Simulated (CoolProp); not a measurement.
A simple Rankine cycle with water: condensing at 300.15 K, boiler at 0.175 MPa, turbine inlet 391.1 K, turbine efficiency 0.7, pump efficiency 0.8, no recuperator. Each further row changes one setting.

Computed with CoolProp (reference Helmholtz-energy equation of state, Wagner 2002).

```tsv
case	thermal efficiency (%)	net work (kJ/kg)	heat in (kJ/kg)	turbine exit temperature (K)	volume ratio over the turbine
as stated	15.0	388	2590	300.2	34.7
turbine inlet 411.1 K	15.0	395	(withheld)	300.2	(withheld)
condensing temperature 292.15 K	16.2	426	2620	292.1	54.3
boiler pressure 0.122 MPa	13.6	354	(withheld)	300.2	(withheld)
turbine efficiency 0.6	(withheld)	(withheld)	2590	300.2	(withheld)
```

Question: Complete the blanks.

Answer: 
- turbine inlet 411.1 K, heat in (kJ/kg): 2630
- turbine inlet 411.1 K, volume ratio over the turbine: 33.4
- boiler pressure 0.122 MPa, heat in (kJ/kg): 2600
- boiler pressure 0.122 MPa, volume ratio over the turbine: 24.5
- turbine efficiency 0.6, thermal efficiency (%): 12.8
- turbine efficiency 0.6, net work (kJ/kg): 332
- turbine efficiency 0.6, volume ratio over the turbine: 35.6

The expansion ends wet for: as stated; turbine inlet 411.1 K; condensing temperature 292.15 K; boiler pressure 0.122 MPa; turbine efficiency 0.6.
